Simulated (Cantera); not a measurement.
A closed system holds: 1 mol SiC, 0.13 mol H₂O, 610 mol N₂, held at 0.0975 Torr.

Equilibrium computed with Cantera from the NASA thermochemical tables; the gas is ideal and each condensed phase is pure. Candidate condensed phases: C, C₆H₆, C₇H₈, C₈H₁₈, H₂O, Si, SiC, SiO₂, Si₂N₂O, Si₃N₄; 151 gas species. N₂ is the only nitrogen source here; it is nearly inert below about 1500 K, so the nitride shown seldom forms there in practice. Mutual solubility and eutectic melting of coexisting phases are not modelled. Rates play no part.

At 1400 K, list the 4 most abundant gas species with their mole fractions, and the condensed phases.

N₂ 1.000, H₂ 0.000210, CO 0.000115, SiO 9.78e-5. Condensed: SiC(s) + Si₃N₄(s).
